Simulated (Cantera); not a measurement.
Stirred combustor or abatement burner

A perfectly stirred reactor is fed with CO : H₂ : O₂ : N₂ : CO₂ = 1 : 0.19 : 1.38 : 7.75 : 0.66 (molar parts), equivalence ratio 0.43, at 500000 Pa; it is adiabatic with a 500 K inlet, and is followed from long to short residence time, starting on the burning branch (τ in s: 0.15, 0.059, 0.024, 0.0094, 0.0037, 0.0015, 0.00059, 0.00024, 9.4e-05, 3.7e-05, 1.5e-05).

Computed with Cantera and GRI-Mech 3.0 (53 species, 325 reactions). The hydrogen kinetics of GRI-Mech 3.0 are dated; newer H2 mechanisms differ, most at raised pressure.

```json
[
 {"τ (s)": "0.15", "T (K)": "1381", "x CO": "0.000837", "x H₂": "1.70e-5", "x O₂": "0.0760", "x HO₂": "4.53e-6", "x H₂O": "0.0182", "x NO₂": "3.97e-7", "x H": "5.64e-7"},
 {"τ (s)": "0.059", "T (K)": "1374", "x CO": "0.00169", "x H₂": "3.39e-5", "x O₂": "0.0763", "x HO₂": "8.21e-6", "x H₂O": "0.0182", "x NO₂": "3.30e-7", "x H": "1.37e-6"},
 {"τ (s)": "0.024", "T (K)": "1361", "x CO": "0.00348", "x H₂": "6.90e-5", "x O₂": "0.0772", "x HO₂": "1.43e-5", "x H₂O": "0.0181", "x NO₂": "2.18e-7", "x H": "3.13e-6"},
 {"τ (s)": "0.0094", "T (K)": "1318", "x CO": "0.00911", "x H₂": "0.000183", "x O₂": "0.0798", "x HO₂": "2.75e-5", "x H₂O": "0.0180", "x NO₂": "9.88e-8", "x H": "6.56e-6"},
 {"τ (s)": "0.0037", "T (K)": "500", "x CO": "0.0911", "x H₂": "0.0173", "x O₂": "0.126", "x HO₂": "<1e-12", "x H₂O": "<1e-12", "x NO₂": "<1e-12", "x H": "<1e-12"},
 {"τ (s)": "0.0015", "T (K)": "500", "x CO": "0.0911", "x H₂": "0.0173", "x O₂": "0.126", "x HO₂": "<1e-12", "x H₂O": "<1e-12", "x NO₂": "<1e-12", "x H": "<1e-12"},
 {"τ (s)": "0.00059", "T (K)": "500", "x CO": "0.0911", "x H₂": "0.0173", "x O₂": "0.126", "x HO₂": "<1e-12", "x H₂O": "<1e-12", "x NO₂": "<1e-12", "x H": "<1e-12"},
 {"τ (s)": "0.00024", "T (K)": "500", "x CO": "0.0911", "x H₂": "0.0173", "x O₂": "0.126", "x HO₂": "<1e-12", "x H₂O": "<1e-12", "x NO₂": "<1e-12", "x H": "<1e-12"},
 {"τ (s)": "9.4e-5", "T (K)": "500", "x CO": "0.0911", "x H₂": "0.0173", "x O₂": "0.126", "x HO₂": "<1e-12", "x H₂O": "<1e-12", "x NO₂": "<1e-12", "x H": "<1e-12"},
 {"τ (s)": "3.7e-5", "T (K)": "500", "x CO": "0.0911", "x H₂": "0.0173", "x O₂": "0.126", "x HO₂": "<1e-12", "x H₂O": "<1e-12", "x NO₂": "<1e-12", "x H": "<1e-12"},
 {"τ (s)": "1.5e-5", "T (K)": "500", "x CO": "0.0911", "x H₂": "0.0173", "x O₂": "0.126", "x HO₂": "<1e-12", "x H₂O": "<1e-12", "x NO₂": "<1e-12", "x H": "<1e-12"}
]
```
x: mole fraction; the columns are a selection and need not sum to one.
